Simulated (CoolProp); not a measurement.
Aqueous magnesium chloride as a coolant, at 31 °C, 1 atm.

The numbers come from the Melinder's fits for secondary coolants in CoolProp.

| mass % | freezing point (°C) | density (kg/m³) | cp (kJ/(kg K)) | Prandtl number | viscosity (mPa s) |
|---|---|---|---|---|---|
| 2.9 | -1.7 | 1019 | 4.023 | 6.02 | 0.912 |
| 5.3 | -3.2 | 1039 | 3.889 | 6.06 | 0.943 |
| 7.8 | -5.5 | 1060 | 3.748 | 6.27 | 1.00 |
| 10.3 | -8.7 | 1082 | 3.610 | 6.82 | 1.12 |
| 12.7 | -12.5 | 1103 | 3.484 | 7.56 | 1.28 |
| 15.2 | -17.2 | 1126 | 3.360 | 8.33 | 1.44 |
| 17.7 | -22.6 | 1148 | 3.244 | 9.10 | 1.61 |
| 20.1 | -29.0 | 1171 | 3.136 | 10.6 | 1.90 |
| 22.6 | -37.9 | 1196 | 3.017 | 15.9 | 2.95 |
| 25.1 | -50.8 | 1224 | 2.880 | 44.8 | 8.53 |
